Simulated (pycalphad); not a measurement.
Source of the numbers: pycalphad with the COST 507 light-alloy database (1999); pressure 1 atm. No gas phase is included, though pure Mg would boil below 1650 K. The database dates from 1999; later assessments differ in places, in temperatures and in the compounds included. Kinetics are ignored, which matters at the lower temperatures.

Molar enthalpy of Al-0.05405Mg-0.2394Si (wt.%) in equilibrium (SER reference):

| T (K) | H (kJ/mol) | phases |
|---|---|---|
| 1650 | 51.63 | liquid |
| 1550 | 48.46 | liquid |
| 1450 | 45.28 | liquid |
| 1350 | 42.11 | liquid |
| 1250 | 38.94 | liquid |
| 1150 | 35.76 | liquid |
| 1050 | 32.59 | liquid |
| 1000 | 31.00 | liquid |
| 950 | 29.41 | liquid |
| 900 | 17.12 | fcc |
| 850 | 15.50 | fcc |
| 750 | 12.41 | fcc |
| 650 | 9.46 | fcc + diamond (Si) |
| 550 | 6.57 | fcc + diamond (Si) + MG2SI |
| 450 | 3.84 | fcc + diamond (Si) + MG2SI |
| 350 | 1.26 | fcc + diamond (Si) + MG2SI |

Cooling from 950 K to 900 K, across the freezing range, releases 12.3 kJ/mol, or 456 J/g. The slope is 32 J/(mol K) in the liquid and 32 J/(mol K) just below the solidus, where it includes any heat of precipitation. Liquidus 932 K, solidus 919 K. Changes were sought between steps of 50 K, so a narrower field can be missed.

Database names, with the compositions (at.%) that they take in these runs: MG2SI: Mg 67 Si 33.
